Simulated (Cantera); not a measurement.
Cantera run, input and output.

```python
import numpy as np
import cantera as ct

gas = ct.Solution("gri30.yaml")
gas.TPX = 1348, 74000, {'H2': 1.7, 'O2': 1, 'N2': 17}
reactor = ct.IdealGasConstPressureReactor(gas, energy="off", clone=False)
net = ct.ReactorNet([reactor])
net.rtol, net.atol = 1e-08, 1e-18
show = ['H2', 'O2', 'HO2', 'H', 'NO2', 'H2O']
times = np.geomspace(9e-06, 5, 11)

steps = ct.SolutionArray(gas, extra=["t"])
rows = []
print(f"{'t/s':>10s}{'T/K':>9s}{'P/Pa':>11s}" + "".join(f"{s:>11s}" for s in show))
for t in times:
    while net.time < t:
        t_next = net.step()
        steps.append(gas.state, t=t_next)
    rows.append([np.interp(t, steps.t, y) for y in (steps.T, steps.P, *steps(*show).X.T)])
    print(f"{t:10.3e}{rows[-1][0]:9.1f}{rows[-1][1]:11.4g}" + "".join(f"{x:11.3e}" for x in rows[-1][2:]))
rate = np.gradient(steps.T, steps.t)
print("integrator steps:", len(steps.t))
if steps.T.max() > steps.T[0] + 200:
    print(f"time of steepest temperature rise: {steps.t[rate.argmax()]:.4e} s")
gas.TPX = 1348, 74000, {'H2': 1.7, 'O2': 1, 'N2': 17}
gas.equilibrate("TP")
print(f"equilibrium (TP): T = {gas.T:.1f} K  " + "  ".join(f"{s} {gas[s].X[0]:.3e}" for s in show))
```

Result:

```
       t/s      T/K       P/Pa         H2         O2        HO2          H        NO2        H2O
 9.000e-06   1348.0    7.4e+04  8.629e-02  5.076e-02  2.522e-08  4.266e-08  8.303e-24  2.574e-08
 3.378e-05   1348.0    7.4e+04  8.629e-02  5.076e-02  2.386e-07  3.271e-06  4.433e-20  3.852e-06
 1.268e-04   1348.0    7.4e+04  1.287e-02  1.769e-02  6.742e-06  2.990e-02  3.348e-10  5.804e-02
 4.761e-04   1348.0    7.4e+04  4.991e-03  1.059e-02  4.480e-06  4.607e-03  1.743e-09  8.160e-02
 1.787e-03   1348.0    7.4e+04  8.703e-04  8.248e-03  2.696e-06  2.588e-04  6.905e-09  8.887e-02
 6.708e-03   1348.0    7.4e+04  7.858e-05  7.948e-03  6.534e-07  6.700e-06  3.742e-08  9.003e-02
 2.518e-02   1348.0    7.4e+04  7.665e-06  7.941e-03  7.905e-08  2.227e-07  5.898e-08  9.015e-02
 9.453e-02   1348.0    7.4e+04  1.245e-06  7.945e-03  1.371e-08  1.572e-08  3.696e-08  9.017e-02
 3.548e-01   1348.0    7.4e+04  3.523e-07  7.947e-03  5.245e-09  2.431e-09  2.570e-08  9.018e-02
 1.332e+00   1348.0    7.4e+04  2.355e-07  7.947e-03  4.401e-09  1.324e-09  2.547e-08  9.018e-02
 5.000e+00   1348.0    7.4e+04  2.338e-07  7.947e-03  4.390e-09  1.309e-09  2.548e-08  9.018e-02
integrator steps: 1977
equilibrium (TP): T = 1348.0 K  H2 2.345e-07  O2 7.900e-03  HO2 4.371e-09  H 1.311e-09  NO2 1.667e-07  H2O 9.018e-02
```

Model: GRI-Mech 3.0 (53 species, 325 reactions), integrated in Cantera. The temperature is held fixed by assumption; the heat of reaction is taken as removed at once.
